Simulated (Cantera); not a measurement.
Cantera with NASA thermochemical tables; ideal gases at 1 bar, condensed phases pure. Values are per mole of reaction as written; species without (g) are pure solids or liquids, kept so even where they would boil at 1 bar.

AlCl₃ ⇌ AlCl(g) + 2 Cl(g)

| T (K) | ΔH° (kJ) | ΔS° (J/K) | ΔG° (kJ) | log10 K | condensed phases |
|---|---|---|---|---|---|
| 300 | (withheld) | (withheld) | (withheld) | (withheld) | AlCl₃(s) |
| 448 | 894.1 | 442.0 | 696.1 | -81.16 | AlCl₃(s) |
| 473 | (withheld) | (withheld) | (withheld) | (withheld) | AlCl₃(l) |
| 498 | 856.9 | 362.2 | 676.6 | -70.96 | AlCl₃(l) |
| 523 | 855.9 | 360.1 | 667.5 | -66.67 | AlCl₃(l) |
| 548 | (withheld) | (withheld) | (withheld) | (withheld) | AlCl₃(l) |
| 573 | 853.7 | 356.1 | 649.6 | -59.22 | AlCl₃(l) |

Task: Some entries are withheld; supply them.

Result: 
- 300, ΔH° (kJ): 896.8
- 300, ΔS° (J/K): 449.0
- 300, ΔG° (kJ): 762.1
- 300, log10 K: -132.68
- 473, ΔH° (kJ): 858.0
- 473, ΔS° (J/K): 364.5
- 473, ΔG° (kJ): 685.6
- 473, log10 K: -75.72
- 548, ΔH° (kJ): 854.8
- 548, ΔS° (J/K): 358.1
- 548, ΔG° (kJ): 658.5
- 548, log10 K: -62.77
